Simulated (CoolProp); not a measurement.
Tetradecamethylhexasiloxane (MD4M) along the isotherm 346.85 °C: density (kg/m³) from the reference equation and from simpler models built on Tc = 380.0 °C, pc = 0.8286 MPa, ω = 0.800; each cubic takes its own stable root.

Values from CoolProp's reference Helmholtz-energy equation of state, Thol 2019.

```csv
p (MPa),phase,reference
0.345,gas,40.52
0.69,liquid,496.1
1.04,liquid,511.5
1.38,liquid,522.9
1.73,liquid,532.6
2.07,liquid,540.5
2.42,liquid,547.7
2.76,liquid,553.9
3.11,liquid,559.7
3.45,liquid,564.8
3.8,liquid,569.7
4.14,liquid,574.1
```

Question: How far does each simpler model (van der Waals, Redlich-Kwong, Soave-Redlich-Kwong, Peng-Robinson) lie from the reference over these 12 states: mean and median of the absolute difference, and the worst?

Answer: 
- van der Waals: mean 32.0 %, median 32.4 %, worst -43.9 % at 346.85 °C and 0.69 MPa
- Redlich-Kwong: mean 14.0 %, median 12.7 %, worst -25.8 % at 346.85 °C and 0.69 MPa
- Soave-Redlich-Kwong: mean 9.8 %, median 9.4 %, worst -15.8 % at 346.85 °C and 0.69 MPa
- Peng-Robinson: mean 2.4 %, median 2.4 %, worst -5.2 % at 346.85 °C and 0.69 MPa
